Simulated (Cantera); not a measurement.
Input: 1 mol CH₃SiCl₃, 0.26 mol C₂H₄, 320 mol H₂, 0.19 mol HCl, at 1273.15 K and 0.133 bar.

Method: chemical equilibrium by Gibbs-energy minimisation in Cantera with the NASA 1993 tables (ideal gas, pure condensed phases). Candidate condensed phases: C, C₆H₆, C₇H₈, C₈H₁₈, Si, SiC; 109 gas species. The feed counts by its element totals alone. Rates play no part.

Base state: H₂ 0.989, HCl 0.00986, CH₄ 0.00122 (mole fractions); condensed: C(graphite) + SiC(s).

Q: What changes in the equilibrium state with this change: C₂H₄ from 0.26 to 0.023 mol?

A: 
```json
[
 {"species": "H₂", "before": "0.989", "after": "0.990"},
 {"species": "HCl", "before": "0.00986", "after": "0.00986"},
 {"species": "CH₄", "before": "0.00122", "after": "0.000149"},
 {"species": "C(graphite), mol", "before": "0.124", "after": "0"},
 {"species": "SiC(s), mol", "before": "1.000", "after": "0.998"}
]
```
